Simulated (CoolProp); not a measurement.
Vapour-liquid equilibrium of R134a (1) + dimethyl ether (2) at 307.1 K; x and y are mole fractions of (1).

Model: multi-fluid Helmholtz-energy mixture model, Tillner-Roth 1994 and Wu 2011; pair parameters Bell 2016, in CoolProp.

**Question.** Give the bubble pressure and the first vapour's composition at x = 0.05, 0.65, 0.85. Is there an azeotrope?

**Answer.** x = 0.05: 0.7522 MPa, y = 0.045; x = 0.65: 0.7829 MPa, y = 0.690; x = 0.85: 0.8249 MPa, y = 0.878. y crosses x between x = 0.15 and 0.25: the model has an azeotrope there.

The pair parameters rest on a limited set of measurements; away from them the model extrapolates.
